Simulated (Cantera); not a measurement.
An adiabatic, constant-pressure homogeneous reactor starts with 7.01 % C3H8, 19.5 % O2, 72.9 % N2, 0.659 % H2O, at 1598 K and 1.00 atm.

Computed with Cantera and GRI-Mech 3.0 (53 species, 325 reactions). GRI-Mech 3.0 was tuned for natural gas; its chemistry of propane as a main component is partial and can be far from experiment.

x: mole fraction; the columns are a selection and need not sum to one.

```csv
t (s),T (K),x C3H8,x O2,x CH2O,x H,x C2H4
3.00e-6,1583,0.0669,0.193,?,3.73e-5,0.00236
1.59e-5,1574,0.0461,0.182,?,9.76e-5,0.0215
8.45e-5,2727,<1e-12,0.000269,?,0.0173,1.29e-12
0.000448,2715,<1e-12,0.000303,6.03e-9,0.0185,<1e-12
0.00238,2709,<1e-12,0.000306,5.96e-9,0.0188,<1e-12
0.0126,2708,<1e-12,0.000303,5.97e-9,0.0187,<1e-12
0.0669,2708,<1e-12,0.000303,5.97e-9,0.0187,<1e-12
0.355,2708,<1e-12,0.000303,5.97e-9,0.0187,<1e-12
1.88,2708,<1e-12,0.000303,5.97e-9,0.0187,<1e-12
10.0,2708,<1e-12,0.000303,5.97e-9,0.0187,<1e-12
```

Problem. What belongs in the gaps?

Solution. 
- 3.00e-6, x CH2O: 0.000196
- 1.59e-5, x CH2O: 0.00390
- 8.45e-5, x CH2O: 7.31e-9
